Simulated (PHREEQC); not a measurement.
# Buffer: speciation

Dissolve 0.019 mol/kgw KH2PO4, 0.014 mol/kgw NaF and 0.011 mol/kgw NaCl at 25 °C. Closed to the air; pH follows from the charge balance.

Computed with PHREEQC (ion-association model, phreeqc.dat).

* **pH**: 5.00
* **ionic strength**: 0.0441 mol/kgw
* **specific conductance**: 4250 µS/cm

```json
[
 {"species": "Na+", "molality": "0.0249", "activity": "0.0207", "log γ": "-0.080"},
 {"species": "K+", "molality": "0.0190", "activity": "0.0156", "log γ": "-0.086"},
 {"species": "H2PO4-", "molality": "0.0188", "activity": "0.0157", "log γ": "-0.078"},
 {"species": "F-", "molality": "0.0137", "activity": "0.0112", "log γ": "-0.086"},
 {"species": "Cl-", "molality": "0.0110", "activity": "0.00905", "log γ": "-0.085"},
 {"species": "HPO4-2", "molality": "0.000202", "activity": "9.71e-5", "log γ": "-0.318"},
 {"species": "HF", "molality": "0.000167", "activity": "0.000169", "log γ": "0.004"},
 {"species": "NaF", "molality": "0.000132", "activity": "0.000133", "log γ": "0.004"},
 {"species": "H3PO4", "molality": "2.29e-5", "activity": "2.32e-5", "log γ": "0.004"},
 {"species": "H+", "molality": "1.17e-5", "activity": "1.00e-5", "log γ": "-0.066"},
 {"species": "HF2-", "molality": "8.77e-6", "activity": "7.26e-6", "log γ": "-0.082"}
]
```

No solid was allowed to form. Complexes and solids missing from the database can't appear.
